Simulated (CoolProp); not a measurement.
Saturated liquid density (kg/m³) of dimethyl carbonate: the reference equation beside estimates from Tc = 557.0 K, pc = 4909 kPa, ω = 0.346. Rackett uses Z = 0.29056 − 0.08775 ω.

Values from CoolProp's reference Helmholtz-energy equation of state, Zhou 2011.

```tsv
T (K)	reference	Rackett	van der Waals	Redlich-Kwong	Peng-Robinson
389	…	954.4	545.7	…	946.1
400.7	918.5	…	535.6	773.4	927.4
412.3	900.4	917.1	525.1	754.6	907.6
424	881.5	897.3	514.0	734.8	886.1
435.7	862.0	…	502.4	…	863.1
447.3	841.9	855.4	490.3	692.1	…
459	820.6	832.7	477.3	668.7	811.7
470.7	798.2	808.7	463.5	…	782.4
482.4	774.4	783.1	448.7	617.2	750.3
494	748.8	755.6	432.7	588.6	…
```

Q: Complete the blanks.

A: 
- 389, reference: 936.3
- 389, Redlich-Kwong: 791.4
- 400.7, Rackett: 936.0
- 435.7, Rackett: 876.7
- 435.7, Redlich-Kwong: 713.9
- 447.3, Peng-Robinson: 838.5
- 470.7, Redlich-Kwong: 643.8
- 494, Peng-Robinson: 715.0

Absolute difference from the reference over all 10 rows, mean and median: Rackett 1.6 and 1.7 %, van der Waals 41.8 and 41.7 %, Redlich-Kwong 17.9 and 17.5 %, Peng-Robinson 1.5 and 1.0 %.
